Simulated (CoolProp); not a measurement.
A simple Rankine cycle with n-hexane: condensing at 303.15 K, boiler at 1.49 MPa, turbine inlet 476.3 K, turbine efficiency 0.85, pump efficiency 0.8, no recuperator. Each further row changes one setting.

Values from CoolProp's reference Helmholtz-energy equation of state, Thol 2019.

| case | thermal efficiency (%) | net work (kJ/kg) | heat in (kJ/kg) | turbine exit temperature (K) | volume ratio over the turbine |
|---|---|---|---|---|---|
| as stated | 19.3 | ___ | 676 | ___ | ___ |
| turbine inlet 496.3 K | 19.0 | 139 | 733 | 421.0 | 64.5 |
| condensing temperature 295.15 K | 20.3 | 141 | 694 | ___ | 94.7 |
| boiler pressure 1.04 MPa | 17.9 | 124 | 694 | 409.9 | 43.0 |
| turbine efficiency 0.75 | 16.9 | 115 | 676 | 406.3 | ___ |

### Question
What belongs in the gaps?

### Answer

- as stated, net work (kJ/kg): 130
- as stated, turbine exit temperature (K): 399.0
- as stated, volume ratio over the turbine: 67.9
- condensing temperature 295.15 K, turbine exit temperature (K): 393.8
- turbine efficiency 0.75, volume ratio over the turbine: 69.2
